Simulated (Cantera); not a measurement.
Input: 1 mol TEOS, 22 mol O2, 82 mol N2, 11 mol NO, held at 13300 Pa.

Equilibrium computed with Cantera from the NASA thermochemical tables; the gas is ideal and each condensed phase is pure. Candidate condensed phases: C, C6H6, C7H8, C8H18, H2O, Si, SiC, SiO2, Si2N2O, Si3N4; 151 gas species. The feed counts by its element totals alone. The numbers say what is thermodynamically allowed, not how fast it happens.

log p: log10 of the partial pressure in bar; n: condensed amount in mol.

```json
[
 {"T (K)": "573", "log p N2": "-1.02", "log p O2": "-1.77", "log p H2O": "-1.96", "log p CO2": "-2.05", "log p NO": "(withheld)", "n SiO2(α-quartz)": "1.00", "n SiO2(β-quartz)": "0"},
 {"T (K)": "623", "log p N2": "-1.02", "log p O2": "-1.77", "log p H2O": "-1.96", "log p CO2": "-2.05", "log p NO": "(withheld)", "n SiO2(α-quartz)": "1.00", "n SiO2(β-quartz)": "0"},
 {"T (K)": "673", "log p N2": "-1.02", "log p O2": "-1.77", "log p H2O": "-1.96", "log p CO2": "-2.05", "log p NO": "(withheld)", "n SiO2(α-quartz)": "1.00", "n SiO2(β-quartz)": "0"},
 {"T (K)": "723", "log p N2": "-1.02", "log p O2": "-1.77", "log p H2O": "-1.96", "log p CO2": "-2.05", "log p NO": "(withheld)", "n SiO2(α-quartz)": "1.00", "n SiO2(β-quartz)": "0"},
 {"T (K)": "773", "log p N2": "-1.02", "log p O2": "-1.77", "log p H2O": "-1.96", "log p CO2": "-2.05", "log p NO": "(withheld)", "n SiO2(α-quartz)": "1.00", "n SiO2(β-quartz)": "0"},
 {"T (K)": "823", "log p N2": "-1.02", "log p O2": "-1.77", "log p H2O": "-1.96", "log p CO2": "-2.05", "log p NO": "(withheld)", "n SiO2(α-quartz)": "1.00", "n SiO2(β-quartz)": "0"},
 {"T (K)": "873", "log p N2": "-1.02", "log p O2": "-1.77", "log p H2O": "-1.96", "log p CO2": "-2.05", "log p NO": "(withheld)", "n SiO2(α-quartz)": "0", "n SiO2(β-quartz)": "1.00"},
 {"T (K)": "923", "log p N2": "-1.02", "log p O2": "-1.77", "log p H2O": "-1.96", "log p CO2": "-2.05", "log p NO": "(withheld)", "n SiO2(α-quartz)": "0", "n SiO2(β-quartz)": "1.00"},
 {"T (K)": "973", "log p N2": "-1.02", "log p O2": "-1.77", "log p H2O": "-1.96", "log p CO2": "-2.05", "log p NO": "(withheld)", "n SiO2(α-quartz)": "0", "n SiO2(β-quartz)": "1.00"}
]
```

Question: What belongs in the gaps?

Answer: 
- 573, log p NO: -9.06
- 623, log p NO: -8.39
- 673, log p NO: -7.83
- 723, log p NO: -7.33
- 773, log p NO: -6.91
- 823, log p NO: -6.53
- 873, log p NO: -6.20
- 923, log p NO: -5.90
- 973, log p NO: -5.64
